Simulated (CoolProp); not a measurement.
The numbers come from the reference Helmholtz-energy equation of state, de Reuck 1990 in CoolProp.

Question: For fluorine, give the phase and the cp (kJ/(kg K)), cv (kJ/(kg K)), speed of sound (m/s), Joule-Thomson coefficient (K/MPa) at -161.05 °C and 0.101 MPa; -132.15 °C and 0.101 MPa; -59.85 °C and 0.101 MPa.

Answer: 
- -161.05 °C and 0.101 MPa: gas; cp 0.788, cv 0.556, speed of sound 184, Joule-Thomson coefficient 13.9
- -132.15 °C and 0.101 MPa: gas; cp 0.778, cv 0.553, speed of sound 207, Joule-Thomson coefficient 8.48
- -59.85 °C and 0.101 MPa: gas; cp 0.789, cv 0.568, speed of sound 254, Joule-Thomson coefficient 3.63
